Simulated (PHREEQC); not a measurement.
# Acid rinse or clean (model solution)

Dissolve 1.8 mmol/kgw H2SO4, 79 mmol/kgw FeCl3 and 16 mmol/kgw KCl at 20 °C. Closed to the air; pH follows from the charge balance.

Equilibrium calculation in PHREEQC: ion-association model, phreeqc.dat.

This is a speciation only: nothing precipitates in the calculation.

Predict the pH.

pH 1.90.

In which forms is Cl present?

Cl- 80 %, FeCl+2 13 %, FeCl2+ 6.8 % of the Cl.

Examples of supersaturated solids here: Jarosite-K, Hematite (slow to form). Others may be too.
